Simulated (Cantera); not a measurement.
Mixture: CH4 : H2 : O2 : N2 = 1 : 0.093 : 4.65 : 17.5 (molar parts), equivalence ratio 0.44, at 82000 Pa, adiabatic and at constant pressure. Ignition delay is the time to a rise of 400 K.

Computed with Cantera and GRI-Mech 3.0 (53 species, 325 reactions).

**Question.** Predict: delay at 1150 K; delay at 1300 K; delay at 1450 K; delay at 1600 K; apparent activation energy between 1525 and 1675 K.

**Answer.** 
```
Quantity                                                Result
--------------------------------------------------  ----------
delay at 1150 K                                        25.7 ms
delay at 1300 K                                        4.49 ms
delay at 1450 K                                        1.06 ms
delay at 1600 K                                       0.352 ms
apparent activation energy between 1525 and 1675 K  140 kJ/mol
```
